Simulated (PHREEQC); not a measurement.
Dissolve 1.9 mmol/kgw CdCl2, 0.064 mmol/kgw H3BO3 and 0.14 mmol/kgw H2SO4 at 25 °C. Closed to the air; pH follows from the charge balance.

Computed with PHREEQC (ion-association model, phreeqc.dat).

Each row changes one thing in this solution. Precipitation was switched off in this run.

```tsv
case	pH	ionic strength (mol/kgw)	SO4-2 (mol/kgw)	HSO4- (mol/kgw)	H2BO3- (mol/kgw)
as made	3.59	0.00527	0.000111	2.24e-6	1.54e-10
CdCl2 replaced by Cd(NO3)2 at the same molality	3.59	0.00597	0.000108	2.13e-6	1.55e-10
CdCl2 left out	___	0.000413	0.000137	3.35e-6	1.39e-10
H3BO3 from 6.4e-05 to 0.00064 mol/kgw	3.59	0.00527	0.000111	2.24e-6	1.54e-9
0.002 mol/kgw Na2SO4 added	___	0.0102	0.00178	2.92e-5	1.79e-10
```

Q: Complete the blanks.

A: 
- CdCl2 left out, pH: 3.57
- 0.002 mol/kgw Na2SO4 added, pH: 3.64

Complexes and solids missing from the database can't appear.
